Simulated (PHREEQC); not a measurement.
Consider water at 30 °C and 300 atm with 0.25 mol/kgw Pb(NO3)2, 0.0036 mol/kgw NaNO3 and 0.0014 mol/kgw Zn(NO3)2. Closed to the air; pH follows from the charge balance.

The numbers come from PHREEQC with the ion-association model, phreeqc.dat.

No solid was allowed to form.

### Question
What pH, ionic strength, activity of water does the model give?

### Answer
pH 4.17; ionic strength 0.451 mol/kgw; activity of water 0.990.

### Question
In which forms is N present?

### Answer
NO3- 70 %, PbNO3+ 30 % of the N.

Under pressure, the constants of complexes without a molar volume in the database are unreliable.
